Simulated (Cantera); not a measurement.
Input: 1 mol SiCl₄, 0.95 mol Cl₂, 13 mol N₂, at 1623.15 K and 1.80 mbar.

Cantera equilibrium calculation (NASA polynomials, part measured and part estimated; ideal gas, pure solids and liquids). Candidate condensed phases: Si, Si₃N₄; 13 gas species. The tables' values for SiCl₃ are old estimates; treat these amounts as uncertain. Equilibrium is a limit: real reactors are often held back by kinetics, nucleation or transport.

Base state: N₂ 0.813, Cl 0.122, SiCl₄ 0.0565, SiCl₃ 0.00499, Cl₂ 0.00171, SiCl₂ 0.00103 (mole fractions); condensed: gas only.

Question: What changes in the equilibrium state with this change: pressure from 1.80 mbar to 0.133 bar?

Answer: 
| species | before | after |
|---|---|---|
| N₂ | 0.813 | 0.843 |
| SiCl₄ | 0.0565 | 0.0647 |
| Cl | 0.122 | 0.0609 |
| Cl₂ | 0.00171 | 0.0312 |
| SiCl₂ | 0.00103 | 8.68e-7 |
| SiCl₃ | 0.00499 | 0.000155 |
